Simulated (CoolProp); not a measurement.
Vapour pressure (kPa) of cis-2-butene: the reference equation beside estimates from Tc = 435.8 K, pc = 4236 kPa, ω = 0.202. Clausius-Clapeyron is anchored at 299.3 K with a constant enthalpy of vaporisation of 21.96 kJ/mol.

Computed with CoolProp (reference Helmholtz-energy equation of state, Lemmon 2005). It is a short technical equation, of lower accuracy than the large ones.

| T (K) | reference | Lee-Kesler | Clausius-Clapeyron | van der Waals | Redlich-Kwong | Soave-Redlich-Kwong | Peng-Robinson |
|---|---|---|---|---|---|---|---|
| 279.9 | 113.6 | 112.9 | 120.3 | 539.5 | 171.5 | 113.2 | 114.1 |
| 283.7 | 130.5 | 130.0 | 136.5 | 580.5 | 194.7 | 130.2 | 131.0 |
| 287.6 | 149.9 | 149.5 | 154.8 | 624.7 | 220.9 | 149.6 | 150.3 |
| 291.5 | 171.5 | 171.3 | 175.1 | 671.0 | 249.6 | 171.3 | 171.7 |
| 295.4 | 195.4 | 195.3 | 197.3 | 719.6 | 280.9 | 195.3 | 195.5 |
| 299.3 | 221.7 | 221.9 | 221.7 | 770.4 | 315.0 | 221.9 | 221.6 |
| 303.2 | 250.7 | 251.2 | 248.3 | 823.5 | 352.0 | 251.1 | 250.5 |
| 307 | 281.6 | 282.4 | 276.6 | 877.5 | 391.0 | 282.3 | 281.2 |
| 310.9 | 316.2 | 317.4 | 308.1 | 935.3 | 434.2 | 317.3 | 315.7 |
| 314.8 | 354.0 | 355.6 | 342.3 | 995.5 | 480.7 | 355.6 | 353.4 |
| 318.7 | 395.1 | 397.1 | 379.3 | 1058 | 530.6 | 397.2 | 394.3 |
| 322.6 | 439.6 | 442.1 | 419.3 | 1123 | 584.1 | 442.4 | 438.8 |
| 326.5 | 487.8 | 490.8 | 462.4 | 1191 | 641.4 | 491.4 | 487.0 |
| 330.4 | 539.9 | 543.4 | 508.7 | 1261 | 702.4 | 544.3 | 539.1 |
| 334.2 | 594.5 | 598.5 | 557.1 | 1332 | 765.7 | 599.9 | 593.8 |

Absolute difference from the reference over all 15 rows, mean and median: Lee-Kesler 0.4 and 0.4 %, Clausius-Clapeyron 3.4 and 3.3 %, van der Waals 225.7 and 211.6 %, Redlich-Kwong 39.3 and 38.8 %, Soave-Redlich-Kwong 0.4 and 0.3 %, Peng-Robinson 0.2 and 0.2 %.
